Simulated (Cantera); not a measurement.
A Cantera script and what it prints.

```python
import numpy as np
import cantera as ct

gas_names = """
    H HO2 H2 H2O H2O2 O OH O2 O3 Si SiH SiH2 SiH3 SiH4 SiO SiO2 Si2 Si3
""".split()
cond_names = """
    H2O(s) H2O(L) Si(cr) Si(L) SiO2(Lqz) SiO2(hqz) SiO2(L)
""".split()


# ... load() reads the species with a 1 bar reference pressure and builds the phases ...
atoms = {
    'Si2H6': {'Si': 2, 'H': 6},
    'O2': {'O': 2},
    'H2': {'H': 2},
}
top_T = {}  # K; cautious upper limits of use, not melting points


# ... equilibrate(T, P, feed) seeds the gas with the atoms and calls Mixture.equilibrate('TP', solver="vcs", rtol=1e-11, max_steps=5000) ...
results = []
feed = {'Si2H6': 1, 'O2': 0.28, 'H2': 0.31}  # mol
T = 1448.15  # K
P = 5  # Pa
mix = equilibrate(T, P, feed)
results.append((T, P, feed, dict(zip(mix.species_names, mix.species_moles))))
print(gas.report(threshold=1e-05))
for i in range(1, mix.n_phases):
    print(f"{mix.phase(i).name:16s} {mix.phase_moles(i):12.5e} mol")
```

Output:

```
       temperature   1448.2 K
          pressure   5 Pa
           density   3.3635e-06 kg/m^3
  mean mol. weight   8.0997 kg/kmol
   phase of matter   gas

                          1 kg             1 kmol
                     ---------------   ---------------
          enthalpy        2.6109e+06        2.1148e+07  J
   internal energy        1.1244e+06         9.107e+06  J
           entropy             34095        2.7616e+05  J/K
    Gibbs function       -4.6764e+07       -3.7877e+08  J
 heat capacity c_p            4048.3             32790  J/K
 heat capacity c_v            3021.8             24476  J/K

                      mass frac. Y      mole frac. X     chem. pot. / RT
                     ---------------   ---------------   ---------------
                 H        0.00015021          0.001207           -14.281
                H2           0.21259           0.85413           -28.562
                Si        0.00020355        5.8705e-05           -4.4988
               SiO           0.78705           0.14461           -48.718
     [  +14 minor]        8.4714e-06        2.2954e-06

Si(cr)            1.43976e+00 mol
SiO2(hqz)         0.00000e+00 mol
```

Method: chemical equilibrium by Gibbs-energy minimisation in Cantera with the NASA 1993 tables (ideal gas, pure condensed phases). The feed counts by its element totals alone.
